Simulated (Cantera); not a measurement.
## Premixed flame

A freely propagating, adiabatic, planar premixed flame of H2 : O2 : N2 = 1 : 0.294 : 0.941 (molar parts), unburnt at 475 K and 0.132 atm; multicomponent+Soret transport, grid criteria slope 0.08 and curve 0.16, no radiation.

Computed with Cantera and the H2/O2 subset of GRI-Mech 3.0, which has no nitrogen chemistry. Burning velocities carry a grid error of a few per cent, more on coarse grids.

| z (mm) | T (K) | u (m/s) | x H2 | x O2 | x OH | x H2O | x H2O2 | x O |
|---|---|---|---|---|---|---|---|---|
| -16.2 | 475 | 4.92 | 0.447 | 0.132 | <1e-8 | <1e-8 | <1e-8 | <1e-8 |
| -10.8 | 475 | 4.92 | 0.447 | 0.132 | <1e-8 | <1e-8 | <1e-8 | <1e-8 |
| -8.08 | 475 | 4.92 | 0.447 | 0.132 | <1e-8 | <1e-8 | <1e-8 | <1e-8 |
| -5.39 | 475 | 4.92 | 0.447 | 0.132 | <1e-8 | <1e-8 | <1e-8 | <1e-8 |
| -2.69 | 485 | 4.99 | 0.443 | 0.132 | 4.08e-5 | 0.000495 | 1.61e-6 | 6.79e-6 |
| -1.35 | 660 | 6.63 | 0.410 | 0.129 | 0.000389 | 0.0151 | 2.78e-6 | 0.000185 |
| 0 | 1090 | 10.7 | 0.260 | 0.0755 | 0.00234 | 0.126 | 3.65e-7 | 0.00540 |
| 1.35 | 1362 | 13.3 | 0.147 | 0.0107 | 0.00498 | 0.248 | 3.32e-7 | 0.00587 |
| 2.69 | 1463 | 14.2 | 0.143 | 0.00458 | 0.00606 | 0.261 | 2.92e-7 | 0.00498 |
| 5.39 | 1581 | 15.2 | 0.152 | 0.00375 | 0.00741 | 0.264 | 2.29e-7 | 0.00472 |
| 10.8 | 1716 | 16.4 | 0.162 | 0.00306 | 0.00865 | 0.267 | 1.43e-7 | 0.00414 |
| 21.5 | 1860 | 17.5 | 0.172 | 0.00226 | 0.00937 | 0.272 | 7.69e-8 | 0.00325 |
| 43.1 | 2001 | 18.7 | 0.181 | 0.00149 | 0.00923 | 0.278 | 3.98e-8 | 0.00225 |
x: mole fraction of selected species; z is measured from the peak of heat release.

```json
{
  "laminar_burning_velocity": "492 cm/s",
  "thermal_thickness": "5.39 mm",
  "peak x(OH)": "0.00942",
  "peak x(H2O2)": "4.08e-6",
  "peak x(O)": "0.00713",
  "grid_points": "146"
}
```
